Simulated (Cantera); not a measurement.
An adiabatic, constant-volume homogeneous reactor starts with 49.1 % H2, 4.81 % O2, 46.1 % N2, equivalence ratio 5.1, at 1175 K and 0.380 bar.

Computed with Cantera and GRI-Mech 3.0 (53 species, 325 reactions).

Q: Predict: time of steepest temperature rise; temperature at 0.600 s; equilibrium temperature; x(H2) at 0.600 s; x(O2) at 0.600 s; x(OH) at 0.600 s; x(H2O) at 0.600 s; x(NO) at 0.600 s.

A: 
| Property | Value |
|---|---|
| time of steepest temperature rise | 0.310 ms |
| temperature at 0.600 s | 2067 K |
| equilibrium temperature | 2067 K |
| x(H2) at 0.600 s | 0.413 (gas-phase equilibrium 0.413) |
| x(O2) at 0.600 s | 2.09e-8 (gas-phase equilibrium 2.09e-8) |
| x(OH) at 0.600 s | 5.62e-5 (gas-phase equilibrium 5.62e-5) |
| x(H2O) at 0.600 s | 0.101 (gas-phase equilibrium 0.101) |
| x(NO) at 0.600 s | 9.96e-7 (gas-phase equilibrium 2.27e-6) |
